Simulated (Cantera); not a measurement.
Cantera run:

```python
import numpy as np
import cantera as ct

gas_names = """
    C CH CH2 CH3 CH2OH CH3O CH4 CH3OH CO CO2 COOH C2 C2H CHCO,ketyl C2H2,acetylene C2H2,vinylidene
    CH2CO,ketene C2H3,vinyl CH3CO,acetyl C2H4 C2H4O,ethylen CH3CHO,ethanal CH3COOH (HCOOH)2 C2H5 C2H6
    CH3OCH3 C2H5OH C2O C3 C3H3,propargyl C3H4,allene C3H4,propyne C3H4,cyclo- C3H5,allyl C3H6,propylene
    C3H6,cyclo- C3H6O C3H7,n-propyl C3H7,i-propyl C3H8 C3H8O,1propanol C3H8O,2propanol C3O2 C4 C4H2
    C4H4,1,3-cyclo- C4H6,butadiene C4H6,2-butyne C4H6,cyclo- C4H8,1-butene C4H8,cis2-buten
    C4H8,tr2-butene C4H8,isobutene C4H8,cyclo- (CH3COOH)2 C4H9,n-butyl C4H9,i-butyl C4H9,s-butyl
    C4H9,t-butyl C4H10,isobutane C4H10,n-butane C5 C5H6,1,3cyclo- C5H8,cyclo- C5H10,1-pentene
    C5H10,cyclo- C5H11,pentyl C5H11,t-pentyl C5H12,n-pentane C5H12,i-pentane CH3C(CH3)2CH3 C6H2
    C6H5,phenyl C6H5O,phenoxy C6H6 C6H5OH,phenol C6H10,cyclo- C6H12,1-hexene C6H12,cyclo- C6H13,n-hexyl
    C7H7,benzyl C7H8 C7H8O,cresol C7H14,1-heptene C7H15,n-heptyl C7H16,n-heptane C8H8,styrene
    C8H10,ethylbenz C8H16,1-octene C8H17,n-octyl C8H18,isooctane C8H18,n-octane C9H19,n-nonyl
    C10H8,naphthale C10H21,n-decyl C12H9,o-bipheny C12H10,bipheny H HCO HO2 H2 HCHO,formaldehy HCOOH H2O
    H2O2 O OH O2 O3 Ta TaO TaO2
""".split()
cond_names = """
    C(gr) C6H6(L) C7H8(L) C8H18(L),n-octa H2O(s) H2O(L) Ta(cr) Ta(L) TaC(s) TaC(L) Ta2O5(s) Ta2O5(L)
""".split()


def load(file, names, dense=False):
    # The tables refer to 1 bar. Condensed volumes are neglected.
    table = {s.name: s for s in ct.Species.list_from_file(file)}
    out = []
    for n in names:
        d = dict(table[n].input_data)
        d["thermo"] = dict(d["thermo"], **{"reference-pressure": 1e5})
        if dense:
            d["equation-of-state"] = {"model": "constant-volume", "density": "1e6 g/cm^3"}
        out.append(ct.Species.from_dict(d))
    return out


gas = ct.Solution(thermo="ideal-gas", species=load("nasa_gas.yaml", gas_names))
cond = {s.name: ct.Solution(thermo="fixed-stoichiometry", species=[s], name=s.name)
        for s in load("nasa_condensed.yaml", cond_names, dense=True)}
atoms = {
    'Ta2O5': {'Ta': 2, 'O': 5},
    'CH4': {'C': 1, 'H': 4},
    'H2': {'H': 2},
    'C': {'C': 1},
}
top_T = {'C(gr)': 4500}  # K; cautious upper limits of use, not melting points


def equilibrate(T, P, feed):
    n = {}
    for name, mol in feed.items():
        for a, k in atoms[name].items():
            n[a] = n.get(a, 0.0) + k * mol
    gas.TPX = T, P, n
    mass = sum(n.values()) * gas.mean_molecular_weight
    gas.equilibrate("TP")
    valid = [c for c in cond.values() if c.min_temp <= T <= top_T.get(c.name, c.max_temp)]
    mix = ct.Mixture([(gas, mass / gas.mean_molecular_weight)] + [(c, 0.0) for c in valid])
    mix.T, mix.P = T, P
    mix.equilibrate("TP", solver="vcs", rtol=1e-11, max_steps=5000)
    return mix


results = []
feed = {'Ta2O5': 1, 'CH4': 1.1, 'H2': 0.33, 'C': 2.5}  # mol
P = 133.322  # Pa
for T in [800, 950, 1100, 1250, 1400, 1550, 1700, 1850, 2000, 2150]:
    mix = equilibrate(T, P, feed)
    results.append((T, P, feed, dict(zip(mix.species_names, mix.species_moles))))
    x = sorted(zip(gas.X, gas.species_names), reverse=True)
    print(f"T = {T:g} K  P = {P:g} Pa  gas = {mix.phase_moles(0):.4g} mol")
    print("   x: " + "  ".join(f"{s} {v:.3e}" for v, s in x if v > 0.001))
    print("   condensed (mol): " + ("  ".join(f"{mix.phase(i).name} {mix.phase_moles(i):.4g}"
          for i in range(1, mix.n_phases) if mix.phase_moles(i) > 1e-12) or "none"))
```

Output:

```
T = 800 K  P = 133.322 Pa  gas = 2.526 mol
   x: H2 9.980e-01  CH4 1.785e-03
   condensed (mol): C(gr) 3.595  TaC(s) 0.0002677  Ta2O5(s) 0.9999
T = 950 K  P = 133.322 Pa  gas = 2.727 mol
   x: H2 9.272e-01  CO 7.249e-02
   condensed (mol): C(gr) 3.323  TaC(s) 0.0792  Ta2O5(s) 0.9604
T = 1100 K  P = 133.322 Pa  gas = 5.101 mol
   x: CO 5.039e-01  H2 4.958e-01
   condensed (mol): TaC(s) 1.029  Ta2O5(s) 0.4855
T = 1250 K  P = 133.322 Pa  gas = 5.101 mol
   x: CO 5.039e-01  H2 4.958e-01
   condensed (mol): TaC(s) 1.029  Ta2O5(s) 0.4855
T = 1400 K  P = 133.322 Pa  gas = 5.101 mol
   x: CO 5.038e-01  H2 4.956e-01
   condensed (mol): TaC(s) 1.029  Ta2O5(s) 0.4854
T = 1550 K  P = 133.322 Pa  gas = 5.102 mol
   x: CO 5.037e-01  H2 4.952e-01
   condensed (mol): TaC(s) 1.029  Ta2O5(s) 0.4854
T = 1700 K  P = 133.322 Pa  gas = 5.108 mol
   x: CO 5.031e-01  H2 4.935e-01  H 2.835e-03
   condensed (mol): TaC(s) 1.029  Ta2O5(s) 0.4853
T = 1850 K  P = 133.322 Pa  gas = 5.127 mol
   x: CO 5.012e-01  H2 4.878e-01  H 1.030e-02
   condensed (mol): TaC(s) 1.029  Ta2O5(s) 0.4852
T = 2000 K  P = 133.322 Pa  gas = 6.223 mol
   x: CO 5.783e-01  H2 3.919e-01  H 2.788e-02
   condensed (mol): Ta(cr) 1.441  Ta2O5(s) 0.2767
T = 2150 K  P = 133.322 Pa  gas = 6.412 mol
   x: CO 5.611e-01  H2 3.588e-01  H 6.919e-02  TaO2 7.837e-03  TaO 1.580e-03  H2O 1.134e-03
   condensed (mol): Ta(cr) 1.428  Ta2O5(L) 0.2559
```

Equilibrium computed with Cantera from the NASA thermochemical tables; the gas is ideal and each condensed phase is pure. Mutual solubility and eutectic melting of coexisting phases are not modelled. TaC: taken at fixed stoichiometry. Condensed phases not in the tables: Ta2C, N, O or C dissolved in the metal.
